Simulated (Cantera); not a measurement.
Feed: 1 mol SiH₂Cl₂, 0.02 mol Cl₂, 20 mol N₂, at 1700 K and 435 Torr.

These are equilibrium values from Cantera (NASA tables, ideal gas, pure condensed phases), not measurements of a reactor. Candidate condensed phases: NH₄Cl, Si, Si₃N₄; 28 gas species. The tables' values for SiCl₃ are old estimates; treat these amounts as uncertain. Equilibrium is a limit: real reactors are often held back by kinetics, nucleation or transport.

Base state: N₂ 0.909, HCl 0.0554, H₂ 0.0187, SiCl₂ 0.0121, SiCl₃ 0.00300, SiCl₄ 0.00147, SiHCl₃ 9.58e-5, Cl 6.09e-5 (mole fractions); condensed: Si₃N₄(s).

### Question
What changes in the equilibrium state with this change: pressure from 435 Torr to 278 Torr?

### Answer
| species | before | after |
|---|---|---|
| N₂ | 0.909 | 0.909 |
| HCl | 0.0554 | 0.0534 |
| H₂ | 0.0187 | 0.0196 |
| SiCl₂ | 0.0121 | 0.0145 |
| SiCl₄ | 0.00147 | 0.000989 |
| SiHCl₃ | 9.58e-5 | 7.04e-5 |
| H | 2.65e-5 | 3.39e-5 |
| Si₃N₄(s), mol | 0.214 | 0.202 |

### Question
What changes in the equilibrium state with this change: pressure from 435 Torr to 100 Torr?

### Answer
```
species         before     after
-------------  -------  --------
N₂               0.909     0.908
HCl             0.0554    0.0475
H₂              0.0187    0.0224
SiCl₂           0.0121    0.0198
SiCl₄          0.00147  0.000339
SiHCl₃         9.58e-5   3.10e-5
H              2.65e-5   6.04e-5
Si₃N₄(s), mol    0.214     0.174
```

### Question
What changes in the equilibrium state with this change: pressure from 435 Torr to 18.0 Torr?

### Answer
| species | before | after |
|---|---|---|
| N₂ | 0.909 | 0.907 |
| HCl | 0.0554 | 0.0356 |
| H₂ | 0.0187 | 0.0281 |
| SiCl₂ | 0.0121 | 0.0278 |
| SiCl₄ | 0.00147 | 3.83e-5 |
| SiCl | 1.21e-6 | 2.60e-5 |
| Si₃N₄(s), mol | 0.214 | 0.126 |
The tables' values for SiCl₃, SiCl are old estimates; treat these amounts as uncertain.
